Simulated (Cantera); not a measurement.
Feed: 1 mol Al, 9.8 mol HCl, 0.18 mol N2, at 1023.15 K and 0.550 bar.

Equilibrium computed with Cantera from the NASA thermochemical tables; the gas is ideal and each condensed phase is pure. Candidate condensed phases: Al, AlCl3, AlN, NH4Cl; 20 gas species. The numbers say what is thermodynamically allowed, not how fast it happens.

Base state: HCl 0.718, H2 0.158, AlCl3 0.105, N2 0.0190, Al2Cl6 0.000438 (mole fractions); condensed: gas only.

### Question
What changes in the equilibrium state with this change: temperature from 1023.15 K to 875 K?

### Answer
```json
[
 {"species": "HCl", "before": "0.718", "after": "0.720"},
 {"species": "H2", "before": "0.158", "after": "0.159"},
 {"species": "AlCl3", "before": "0.105", "after": "0.0981"},
 {"species": "Al2Cl6", "before": "0.000438", "after": "0.00388"},
 {"species": "N2", "before": "0.0190", "after": "0.0191"}
]
```
